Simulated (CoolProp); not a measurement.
C3F8 (R218) at 293.15 K and 1.87 MPa is throttled through a valve to 0.564 MPa with no heat exchange. Each further row changes one setting.

Model: reference Helmholtz-energy equation of state, Lemmon 2006, in CoolProp. It is a short technical equation, of lower accuracy than the large ones.

| case | temperature change (K) | final phase | final density (kg/m³) |
|---|---|---|---|
| as stated | -10.1 | … | … |
| outlet pressure 0.169 MPa | -44.8 | two-phase, vapour fraction 0.474 | … |
| outlet pressure 0.733 MPa | -1.1 | … | … |

Fill in the missing entries.


- as stated, final phase: two-phase, vapour fraction 0.132
- as stated, final density (kg/m³): 328
- outlet pressure 0.169 MPa, final density (kg/m³): 34.7
- outlet pressure 0.733 MPa, final phase: two-phase, vapour fraction 0.014
- outlet pressure 0.733 MPa, final density (kg/m³): 1090
